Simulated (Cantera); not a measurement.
A perfectly stirred reactor is fed with CH4 : H2 = 0.0037 : 1 (molar parts), at 90.0 Torr; it is held at 1325 K, and followed from long to short residence time.

Model: GRI-Mech 3.0 (53 species, 325 reactions), integrated in Cantera. GRI-Mech 3.0 stops at C3 and has no aromatics, soot or wall deposition, so with more carbon than oxygen in the feed, carbon stays in small species such as C2H2 where larger ones or solid carbon would form.

Question: What does this change do: temperature 1325 to 2700 K?

Answer: 
```csv
quantity,before,after
x(CH4) at τ = 20.0 s,0.00368,2.75e-6
x(H2) at τ = 20.0 s,0.996,0.846
x(H) at τ = 20.0 s,4.61e-6,0.152
x(C2H2) at τ = 20.0 s,2.27e-6,0.00166
x(C2H6) at τ = 20.0 s,9.15e-9,<1e-12
x(CH4) at τ = 0.180 s,0.00369,6.12e-6
x(H2) at τ = 0.180 s,0.996,0.852
x(H) at τ = 0.180 s,1.37e-6,0.146
x(C2H2) at τ = 0.180 s,9.77e-11,0.00165
x(C2H6) at τ = 0.180 s,8.96e-10,1.72e-12
```
